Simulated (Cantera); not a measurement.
Cantera run, input and output.

```python
import numpy as np
import cantera as ct

gas = ct.Solution("gri30.yaml")
gas.TPX = 1348, 101325, {'CO': 0.0049, 'O2': 0.017, 'H2O': 0.002, 'N2': 1}
inlet = ct.Reservoir(gas, clone=True)

reactor = ct.IdealGasConstPressureReactor(gas, energy="off", clone=False)
exhaust = ct.Reservoir(gas, clone=True)
tau = [1.8, 0.82, 0.38, 0.18, 0.082, 0.038, 0.018, 0.0081, 0.0038, 0.0017, 0.00081][0]
for a, b in ((inlet, reactor), (reactor, exhaust)):
    ct.MassFlowController(a, b, mdot=lambda t: reactor.mass / tau)
net = ct.ReactorNet([reactor])
show = ['CO', 'O2', 'H2O', 'CO2', 'HO2']

rows = []
print(f"{'tau/s':>10s}{'T/K':>9s}" + "".join(f"{s:>11s}" for s in show))
for tau in [1.8, 0.82, 0.38, 0.18, 0.082, 0.038, 0.018, 0.0081, 0.0038, 0.0017, 0.00081]:
    net.initial_time = 0.0
    net.advance(30 * tau)
    before = gas.X
    net.advance(40 * tau)
    drift = np.max(np.abs(gas.X - before) / (gas.X + 1e-9))
    rows.append([gas.T, *gas[show].X, drift])
    print(f"{tau:10.3e}{gas.T:9.1f}" + "".join(f"{x:11.3e}" for x in gas[show].X))
```

Output:

```
     tau/s      T/K         CO         O2        H2O        CO2        HO2
 1.800e+00   1348.0  5.810e-05  1.426e-02  1.949e-03  4.739e-03  2.256e-07
 8.200e-01   1348.0  9.912e-05  1.428e-02  1.946e-03  4.698e-03  3.423e-07
 3.800e-01   1348.0  1.662e-04  1.431e-02  1.942e-03  4.630e-03  4.976e-07
 1.800e-01   1348.0  2.727e-04  1.435e-02  1.936e-03  4.524e-03  6.901e-07
 8.200e-02   1348.0  4.536e-04  1.443e-02  1.928e-03  4.342e-03  9.332e-07
 3.800e-02   1348.0  7.337e-04  1.455e-02  1.917e-03  4.061e-03  1.199e-06
 1.800e-02   1348.0  1.143e-03  1.472e-02  1.902e-03  3.651e-03  1.465e-06
 8.100e-03   1348.0  1.767e-03  1.500e-02  1.884e-03  3.025e-03  1.727e-06
 3.800e-03   1348.0  2.534e-03  1.535e-02  1.868e-03  2.256e-03  1.914e-06
 1.700e-03   1348.0  3.445e-03  1.579e-02  1.868e-03  1.343e-03  1.973e-06
 8.100e-04   1348.0  4.199e-03  1.620e-02  1.895e-03  5.870e-04  1.780e-06
```

Computed with Cantera and GRI-Mech 3.0 (53 species, 325 reactions).
